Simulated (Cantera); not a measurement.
An isothermal, constant-pressure homogeneous reactor starts with CH3OH : O2 : N2 = 0.02 : 0.0035 : 1 (molar parts), at 1300 K and 750 Torr.

Detailed kinetics in Cantera: GRI-Mech 3.0 (53 species, 325 reactions). GRI-Mech 3.0 was tuned for natural gas; its chemistry of methanol as a main component is partial and can be far from experiment.

x: mole fraction; the columns are a selection and need not sum to one.

```
t (s)      x CH3OH     x O2     x HCN   x CH2CO    x C2H6
--------  --------  -------  --------  --------  --------
0.000300    0.0195  0.00341    <1e-12  1.70e-12   2.01e-9
0.00108     0.0194  0.00339  3.12e-12  4.16e-11       [?]
0.00387     0.0108  0.00156  3.59e-10   2.80e-7   1.13e-8
0.0139     2.03e-9  6.71e-5   3.65e-9   1.31e-8   2.99e-8
0.0500    2.34e-10  3.82e-6   5.39e-9   2.49e-9   6.02e-9
0.180     5.26e-11      [?]   5.40e-9  6.63e-10       [?]
0.646     1.50e-11  2.66e-7   5.40e-9  2.33e-10  3.56e-10
2.32      6.41e-12  5.17e-8   5.39e-9  1.20e-10  1.35e-10
8.35      5.22e-12  1.07e-9   5.39e-9  1.02e-10  1.09e-10
30.0      4.90e-12   <1e-12   5.39e-9  9.87e-11  1.09e-10
```

**Question.** What belongs in the gaps?

**Answer.** 
- 0.00108, x C2H6: 8.23e-9
- 0.180, x O2: 9.71e-7
- 0.180, x C2H6: 1.38e-9
